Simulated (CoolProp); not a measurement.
Vapour pressure (bar) of dimethyl carbonate: the reference equation beside estimates from Tc = 557.0 K, pc = 49.09 bar, ω = 0.346. Clausius-Clapeyron is anchored at 413.3 K with a constant enthalpy of vaporisation of 30.46 kJ/mol.

Model: reference Helmholtz-energy equation of state, Zhou 2011, in CoolProp.

```
T (K)  reference  Lee-Kesler  Clausius-Clapeyron  van der Waals
-----  ---------  ----------  ------------------  -------------
388.9      2.153       2.153               2.288          9.712
393.8      2.455       2.461               2.573          10.35
398.6      2.781       2.795               2.878          11.00
403.5      3.147       3.170               3.217          11.69
408.4      3.549       3.584               3.588          12.41
413.3      3.990       4.037               3.990          13.16
418.1      4.461       4.522               4.417          13.92
423        4.985       5.061               4.889          14.73
427.9      5.555       5.647               5.399          15.56
432.7      6.160       6.270               5.937          16.40
437.6      6.828       6.958               6.527          17.30
442.5      7.549       7.700               7.161          18.22
447.4      8.327       8.500               7.841          19.17
452.2      9.147       9.342               8.553          20.14
457.1      10.05       10.26               9.328          21.15
```

Absolute difference from the reference over all 15 rows, mean and median: Lee-Kesler 1.3 and 1.5 %, Clausius-Clapeyron 3.8 and 3.6 %, van der Waals 208.6 and 195.5 %.
